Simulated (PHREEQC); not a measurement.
Copper plating or etch bath: an equilibrium model

Consider water at 20 °C with 160 mmol/kgw CuCl2, 6.5 mmol/kgw HBF4 and 0.51 mmol/kgw KCl. Closed to the air; pH follows from the charge balance.

Equilibrium calculation in PHREEQC: ion-association model, phreeqc.dat.

```yaml
pH: 2.28
ionic_strength: 0.438 mol/kgw
activity_of_water: 0.992
density: 1.018 g/cm³
total_alkalinity: -26.0 meq/kg
```

```tsv
species	molality	activity	log γ
Cl-	0.296	0.196	-0.180
Cu+2	0.136	0.0357	-0.582
CuCl+	0.0221	0.0146	-0.179
H+	0.00677	0.00521	-0.113
BF4-	0.00489	0.00358	-0.135
HF	0.00365	0.00403	0.044
CuCl2	0.00131	0.00145	0.044
H3BO3	0.00110	0.00121	0.044
F-	0.000874	0.000564	-0.190
K+	0.000510	0.000334	-0.184
CuF+	0.000477	0.000349	-0.135
BF3OH-	0.000402	0.000295	-0.135
BF2(OH)2-	0.000113	8.27e-5	-0.135
HF2-	1.14e-5	8.37e-6	-0.135
CuCl3-	1.39e-6	9.21e-7	-0.179
```

No solid was allowed to form. Species that the database lacks are ignored. Real BF4- forms and hydrolyses slowly; the run takes it at equilibrium.
